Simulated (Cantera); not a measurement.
Feed: 1 mol HF, 0.72 mol SO2, a varied amount of H2, at 1125 K and 0.00260 bar.

These are equilibrium values from Cantera (NASA tables, ideal gas, pure condensed phases), not measurements of a reactor. Candidate condensed phases: H2O, H2SO4, S; 43 gas species. Gases not in the tables: S3 to S7. Equilibrium is a limit: real reactors are often held back by kinetics, nucleation or transport.

Q: At 4.3 mol H2, list the 6 most abundant gas species with their mole fractions, and the condensed phases.

A: H2 0.427, H2O 0.268, HF 0.186, H2S 0.105, S2 0.0141, SH 0.000172. Condensed: gas only.
